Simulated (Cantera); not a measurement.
What does this Cantera script print?

```python
import numpy as np
import cantera as ct

gas = ct.Solution("h2o2.yaml")
gas.TPX = 1175, 2000, {'H2': 0.23, 'O2': 1}
inlet = ct.Reservoir(gas, clone=True)

reactor = ct.IdealGasConstPressureReactor(gas, energy="off", clone=False)
exhaust = ct.Reservoir(gas, clone=True)
tau = [0.44, 0.25, 0.14, 0.075, 0.042, 0.023, 0.013, 0.0071, 0.0039, 0.0022, 0.0012][0]
for a, b in ((inlet, reactor), (reactor, exhaust)):
    ct.MassFlowController(a, b, mdot=lambda t: reactor.mass / tau)
net = ct.ReactorNet([reactor])
show = ['H2', 'O2', 'H', 'H2O2', 'O']

rows = []
print(f"{'tau/s':>10s}{'T/K':>9s}" + "".join(f"{s:>11s}" for s in show))
for tau in [0.44, 0.25, 0.14, 0.075, 0.042, 0.023, 0.013, 0.0071, 0.0039, 0.0022, 0.0012]:
    net.initial_time = 0.0
    net.advance(30 * tau)
    before = gas.X
    net.advance(40 * tau)
    drift = np.max(np.abs(gas.X - before) / (gas.X + 1e-9))
    rows.append([gas.T, *gas[show].X, drift])
    print(f"{tau:10.3e}{gas.T:9.1f}" + "".join(f"{x:11.3e}" for x in gas[show].X))
```

Output:

```
     tau/s      T/K         H2         O2          H       H2O2          O
 4.400e-01   1175.0  7.954e-04  7.903e-01  5.113e-04  4.529e-07  2.768e-03
 2.500e-01   1175.0  1.128e-03  7.889e-01  8.928e-04  5.034e-07  3.989e-03
 1.400e-01   1175.0  1.608e-03  7.869e-01  1.573e-03  5.512e-07  5.770e-03
 7.500e-02   1175.0  2.342e-03  7.837e-01  2.869e-03  5.949e-07  8.512e-03
 4.200e-02   1175.0  3.303e-03  7.796e-01  4.949e-03  6.247e-07  1.208e-02
 2.300e-02   1175.0  4.687e-03  7.736e-01  8.531e-03  6.418e-07  1.707e-02
 1.300e-02   1175.0  6.471e-03  7.661e-01  1.384e-02  6.438e-07  2.310e-02
 7.100e-03   1175.0  9.005e-03  7.564e-01  2.190e-02  6.341e-07  3.058e-02
 3.900e-03   1175.0  1.238e-02  7.461e-01  3.193e-02  6.217e-07  3.801e-02
 2.200e-03   1175.0  1.679e-02  7.378e-01  4.186e-02  6.203e-07  4.349e-02
 1.200e-03   1175.0  2.362e-02  7.329e-01  5.039e-02  6.411e-07  4.596e-02
```

Detailed kinetics in Cantera: the H2/O2 subset of GRI-Mech 3.0, which has no nitrogen chemistry. Radical loss at walls, strong at low pressure, is not modelled. The temperature is held fixed by assumption; the heat of reaction is taken as removed at once.
